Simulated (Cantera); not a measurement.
An isothermal, constant-pressure homogeneous reactor starts with NO : N₂ = 1 : 0.62 (molar parts), at 2100 K and 36.0 Torr.

Detailed kinetics in Cantera: GRI-Mech 3.0 (53 species, 325 reactions). Radical loss at walls, strong at low pressure, is not modelled.

x: mole fraction; the columns are a selection and need not sum to one.

| t (s) | x NO | x N₂O | x NO₂ | x O | x O₂ |
|---|---|---|---|---|---|
| 2.00e-6 | 0.617 | 8.48e-8 | 8.68e-12 | 8.49e-8 | 6.03e-12 |
| 5.87e-6 | 0.617 | 2.49e-7 | 7.46e-11 | 2.49e-7 | 5.19e-11 |
| 1.72e-5 | 0.617 | 7.29e-7 | 6.39e-10 | 7.31e-7 | 4.47e-10 |
| 5.05e-5 | 0.617 | 2.13e-6 | 5.44e-9 | 2.15e-6 | 3.87e-9 |
| 0.000148 | 0.617 | ___ | ___ | ___ | ___ |
| 0.000435 | 0.617 | 1.76e-5 | 3.40e-7 | 1.90e-5 | 2.92e-7 |
| 0.00128 | 0.617 | ___ | ___ | ___ | ___ |
| 0.00374 | 0.617 | 0.000106 | 9.70e-6 | 0.000194 | 2.74e-5 |
| 0.0110 | 0.616 | 0.000159 | 2.65e-5 | 0.000562 | 0.000302 |
| 0.0322 | 0.612 | 0.000152 | 3.81e-5 | 0.000880 | 0.00212 |
| 0.0945 | 0.599 | 0.000141 | 4.78e-5 | 0.00103 | 0.00847 |
| 0.277 | 0.558 | 0.000114 | 6.81e-5 | 0.00137 | 0.0288 |
| 0.813 | 0.429 | 5.91e-5 | 9.04e-5 | 0.00209 | 0.0927 |
| 2.39 | 0.167 | 7.72e-6 | 5.50e-5 | 0.00306 | 0.223 |
| 7.00 | 0.0251 | 2.56e-7 | 9.53e-6 | 0.00346 | 0.294 |

### Question
Some entries are withheld; supply them.

### Answer

- 0.000148, x N₂O: 6.18e-6
- 0.000148, x NO₂: 4.46e-8
- 0.000148, x O: 6.34e-6
- 0.000148, x O₂: 3.34e-8
- 0.00128, x N₂O: 4.70e-5
- 0.00128, x NO₂: 2.14e-6
- 0.00128, x O: 5.88e-5
- 0.00128, x O₂: 2.67e-6
